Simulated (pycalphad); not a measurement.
# Phase fractions of Al-1.887Cu-0.6176Si (wt.%)

All values are pycalphad results on the COST 507 light-alloy database (1999) (1 atm), not direct measurements. The data set is of 1999 and partly superseded. The system is extrapolated from its subsystems; higher-order compounds may be missing. Phase fractions are per mole of atoms.

```
T (°C)  liquid    fcc  diamond (Si)  ALCU_THETA
------  ------  -----  ------------  ----------
677      1.000      -             -           -
602      0.049  0.951             -           -
527          -      …             -           -
452          -  0.999         0.001           -
377          -      …             …           …
302          -  0.976         0.005       0.018
227          -  0.972         0.006       0.022
```

Q: Fill in the missing entries.

A: 
- 527, fcc: 1.000
- 377, fcc: 0.987
- 377, diamond (Si): 0.004
- 377, ALCU_THETA: 0.009

Database names, with the compositions (at.%) that they take in these runs: ALCU_THETA: Al 67 Cu 33.
